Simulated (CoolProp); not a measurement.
Properties of water along the isobar 31.1 MPa (Tc = 373.9 °C, pc = 22.06 MPa, ω = 0.344).

Model: reference Helmholtz-energy equation of state, Wagner 2002, in CoolProp.

```csv
T (°C),phase,density (kg/m³),speed of sound (m/s),Joule-Thomson coefficient (K/MPa),conductivity (mW/(m K)),fugacity coefficient
87.75,liquid,980.4,1613,-0.1888,688,0.002479
101.75,liquid,971.1,1606,-0.1819,695,0.004113
115.65,liquid,961.1,1594,-0.1746,700,0.006516
129.65,liquid,950.4,1577,-0.1667,702,0.009969
143.55,liquid,939.0,1555,-0.1582,702,0.01470
157.55,liquid,926.8,1530,-0.1487,700,0.02107
171.45,liquid,914.0,1501,-0.1383,696,0.02931
185.35,liquid,900.4,1468,-0.1265,691,0.03977
199.35,liquid,886.0,1432,-0.1132,684,0.05287
213.25,liquid,870.9,1393,-0.09809,675,0.06870
```

Thermal conductivity comes from a separate model (Huber 2012).
